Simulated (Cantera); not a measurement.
**NO annealing gas**

An isothermal, constant-pressure homogeneous reactor starts with 50.3 % NO, 49.7 % N2, at 2173 K and 285 Torr.

Computed with Cantera and GRI-Mech 3.0 (53 species, 325 reactions).

| t (s) | x NO | x N2 | x N2O | x O | x O2 | x NO2 |
|---|---|---|---|---|---|---|
| 0.000200 | 0.502 | 0.498 | 5.48e-5 | 7.30e-5 | 4.95e-6 | 1.27e-5 |
| 0.000523 | 0.502 | 0.498 | 9.85e-5 | 0.000203 | 4.49e-5 | 4.10e-5 |
| 0.00137 | 0.501 | 0.498 | 0.000122 | 0.000397 | 0.000375 | 8.04e-5 |
| 0.00358 | 0.498 | 0.499 | 0.000121 | 0.000454 | 0.00168 | 9.19e-5 |
| 0.00936 | 0.491 | 0.503 | 0.000116 | 0.000505 | 0.00524 | 0.000103 |
| 0.0245 | 0.472 | 0.513 | 0.000105 | 0.000620 | 0.0149 | 0.000126 |
| 0.0641 | 0.419 | 0.539 | 7.96e-5 | 0.000855 | 0.0411 | 0.000161 |
| 0.168 | 0.293 | 0.602 | 3.67e-5 | 0.00124 | 0.104 | 0.000170 |
| 0.438 | 0.110 | 0.693 | 5.14e-6 | 0.00165 | 0.195 | 8.65e-5 |
| 1.15 | 0.0232 | 0.736 | 5.58e-7 | 0.00181 | 0.239 | 2.01e-5 |
| 3.00 | 0.0126 | 0.742 | 4.16e-7 | 0.00183 | 0.244 | 1.11e-5 |
x: mole fraction; the columns are a selection and need not sum to one.

Equilibrium at this temperature and pressure: NO 0.0125, N2 0.742, N2O 4.15e-7, O 0.00183, O2 0.244, NO2 1.09e-5 (gas phase only).
